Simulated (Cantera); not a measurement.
Charge: 1 mol C, 4.7 mol H2, 42 mol N2, at 7500 Torr.

Equilibrium computed with Cantera from the NASA thermochemical tables; the gas is ideal and each condensed phase is pure. Candidate condensed phases: C, C6H6, C7H8, C8H18; 92 gas species. Kinetics and transport are ignored.

x: gas mole fraction; n: condensed amount in mol.

```tsv
T (°C)	x N2	x H2	x CH4	x NH3	x HCN	n C(graphite)
427	0.920	0.0573	0.0219	0.00123	9.51e-11	0
477	0.919	0.0581	0.0219	0.000686	1.15e-9	0
527	0.919	0.0585	0.0219	0.000406	1.03e-8	0
577	0.919	0.0591	0.0217	0.000255	7.12e-8	0.00819
627	0.913	0.0707	0.0156	0.000218	2.22e-7	0.283
677	0.909	0.0800	0.0107	0.000178	6.02e-7	0.504
727	0.906	0.0868	0.00719	0.000142	1.45e-6	0.667
777	0.904	0.0914	0.00478	0.000111	3.20e-6	0.778
827	0.902	0.0944	0.00320	8.76e-5	6.49e-6	0.851
877	0.901	0.0964	[?]	[?]	[?]	0.898
927	0.901	0.0977	0.00151	5.54e-5	2.21e-5	0.929
977	0.900	0.0985	0.00107	4.48e-5	3.78e-5	0.948
1027	0.900	0.0991	[?]	[?]	[?]	0.961
1077	0.900	0.0995	0.000570	3.04e-5	9.75e-5	0.969
```

Task: Complete the blanks.

Result: 
- 1027, x CH4: 0.000772
- 1027, x NH3: 3.67e-5
- 1027, x HCN: 6.18e-5
- 877, x CH4: 0.00218
- 877, x NH3: 6.93e-5
- 877, x HCN: 1.23e-5
